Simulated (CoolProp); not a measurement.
The fluid at 298.15 K and 9.44 MPa flows at 3.5 m/s in a round tube of 20 mm bore and 15 µm roughness, fully developed (64/Re and Nu = 3.66 if laminar; Colebrook and Gnielinski if turbulent). The same conditions are run with several fluids, on thermodynamics alone (safety and materials aside).

Model: reference Helmholtz-energy equation of state of each fluid (p-xylene: Zhou 2012; R11: Jacobsen 1992; o-xylene: Zhou 2012; sulfur hexafluoride: Guder 2009; methanol: de Reuck 1993), in CoolProp.

Task: Rank p-xylene, R11, o-xylene, sulfur hexafluoride, methanol by Reynolds number, highest first.

Result: sulfur hexafluoride (639000), R11 (220000), methanol (96900), p-xylene (92500), o-xylene (75300)

```csv
fluid,Darcy friction factor,pressure drop (Pa/m),heat-transfer coefficient (W/(m² K)),mass flow (kg/h)
p-xylene,0.0215,5680,4420,3420
R11,0.0199,9130,5320,5940
o-xylene,0.0220,5950,4110,3490
sulfur hexafluoride,0.0189,8740,8060,5970
methanol,0.0214,5200,6710,3150
```

Transport values come from each fluid's own correlations; those of R11 are estimates that may be off by 10 % or more.
